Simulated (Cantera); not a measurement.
Equilibrium for silicon oxide and oxynitride deposition: TEOS + O2 + H2

Feed: 1 mol TEOS, 1.3 mol O2, 0.17 mol H2, at 0.00740 bar.

Cantera equilibrium calculation (NASA polynomials, part measured and part estimated; ideal gas, pure solids and liquids). Candidate condensed phases: C, C6H6, C7H8, C8H18, H2O, Si, SiC, SiO2; 123 gas species. The feed counts by its element totals alone. Mutual solubility and eutectic melting of coexisting phases are not modelled. The tables hold silica as quartz up to 1696 K and as liquid above; real silica turns to tridymite and cristobalite and melts near 1996 K. Equilibrium is a limit: real reactors are often held back by kinetics, nucleation or transport.

```tsv
T (K)	x H2	x CO	x H	x SiO	x C2H2 (acetylene)	n C(graphite)	n SiO2(β-quartz)	n SiC(s)
1175	0.688	0.311	1.18e-6	1.64e-8	4.38e-8	3.40	1.00	0
1225	0.688	0.311	3.01e-6	2.84e-7	1.12e-7	3.40	1.000	0
1275	0.689	0.311	7.11e-6	3.93e-6	2.64e-7	3.40	1.000	0
1325	0.688	0.311	1.58e-5	4.44e-5	5.86e-7	3.40	0.999	0
1375	0.656	0.343	3.23e-5	0.000380	1.17e-6	2.32	0.636	0.358
1425	0.606	0.393	6.17e-5	0.000553	2.14e-6	0.418	0	0.991
1475	0.606	0.393	0.000117	0.000692	4.04e-6	0.423	0	0.988
1525	0.606	0.393	0.000214	0.000853	7.33e-6	0.428	0	0.986
1575	0.606	0.392	0.000376	0.00104	1.28e-5	0.434	0	0.983
1625	0.606	0.392	0.000638	0.00124	2.15e-5	0.441	0	0.979
1675	0.606	0.392	0.00105	0.00148	3.52e-5	0.448	0	0.975
1725	0.605	0.391	0.00168	0.00174	5.57e-5	0.456	0	0.971
1775	0.604	0.391	0.00262	0.00202	8.60e-5	0.465	0	0.966
1825	0.603	0.390	0.00398	0.00233	0.000130	0.474	0	0.961
```
x: gas mole fraction; n: condensed amount in mol.

From 1175 K to 1325 K the condensed part is C(graphite) + SiO2(β-quartz). At 1375 K the condensed part is C(graphite) + SiC(s) + SiO2(β-quartz). From 1425 K to 1825 K the condensed part is C(graphite) + SiC(s). The main Si-bearing gas is SiO throughout.
